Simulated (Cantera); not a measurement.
A diamond (100) surface in a fixed gas of H2 with x(CH4) = 0.0054, x(H) = 0.011, x(CH3) = 5.1e-05, 0.0150 bar; coverages are run to steady state.

Model: the Harris–Goodwin 1993 mechanism for the reconstructed diamond (100) surface, integrated in Cantera.

θ: site fractions in the mechanism's names (c6HH fully hydrogenated, c6H* and c6*H radical sites, c6** diradical, c6HM methylated).

| T (K) | growth (µm/h) | θ c6HH | θ c6H* | θ c6*H | θ c6** | θ c6HM |
|---|---|---|---|---|---|---|
| 950 | 0.312 | 0.641 | 0.0141 | 0.334 | 0.00668 | 0.00307 |
| 1025 | 0.410 | 0.573 | 0.0206 | 0.392 | 0.0116 | 0.00206 |
| 1100 | 0.397 | ? | ? | ? | ? | ? |
| 1175 | ? | ? | ? | 0.481 | ? | ? |
| 1250 | 0.161 | 0.408 | 0.0438 | 0.510 | 0.0375 | 9.44e-5 |
| 1325 | 0.147 | 0.367 | 0.0519 | 0.532 | 0.0496 | 2.28e-5 |
| 1400 | 0.141 | 0.332 | 0.0596 | 0.546 | 0.0628 | 5.44e-6 |

Q: Complete the blanks.

A: 
- 1100, θ c6HH: 0.511
- 1100, θ c6H*: 0.0279
- 1100, θ c6*H: 0.441
- 1100, θ c6**: 0.0183
- 1100, θ c6HM: 0.00109
- 1175, growth (µm/h): 0.254
- 1175, θ c6HH: 0.456
- 1175, θ c6H*: 0.0357
- 1175, θ c6**: 0.0270
- 1175, θ c6HM: 0.000371
